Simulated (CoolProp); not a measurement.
Saturation properties of R227EA.

Model: reference Helmholtz-energy equation of state, Lemmon 2016, in CoolProp.

```tsv
T (K)	p (MPa)	vapour density (kg/m³)	liquid cp (kJ/(kg K))	liquid viscosity (µPa s)	liquid conductivity (mW/(m K))
188.7	0.001392	0.1512	0.9725	1190	85.5
193.7	0.002164	0.2292	___	1090	___
198.7	0.003277	0.3386	0.9860	994	___
203.7	0.004840	0.4886	0.9929	913	82.5
208.7	0.006990	0.6899	0.9999	841	81.5
213.7	0.009886	0.9550	1.007	777	80.4
218.8	0.01380	1.306	___	718	79.3
223.8	0.01881	1.745	1.022	666	78.2
228.8	0.02522	2.296	1.030	618	___
233.8	0.03330	2.979	___	575	75.9
238.8	0.04335	3.816	1.046	535	74.7
243.9	0.05598	4.852	1.055	___	73.5
248.9	0.07106	6.072	1.064	465	72.2
253.9	0.08920	7.523	___	434	71.0
258.9	0.1108	9.236	1.083	405	69.8
```

Problem. Some entries are withheld; supply them.

Solution. 
- 193.7, liquid cp (kJ/(kg K)): 0.9792
- 193.7, liquid conductivity (mW/(m K)): 84.5
- 198.7, liquid conductivity (mW/(m K)): 83.5
- 218.8, liquid cp (kJ/(kg K)): 1.015
- 228.8, liquid conductivity (mW/(m K)): 77.0
- 233.8, liquid cp (kJ/(kg K)): 1.038
- 243.9, liquid viscosity (µPa s): 498
- 253.9, liquid cp (kJ/(kg K)): 1.074

It boils at 256.8 K under 1 atm.

Viscosity comes from a separate model (Huber 2003), an estimate that may be off by 10 % or more. Thermal conductivity comes from a separate model (Huber 2003), an estimate that may be off by 10 % or more.
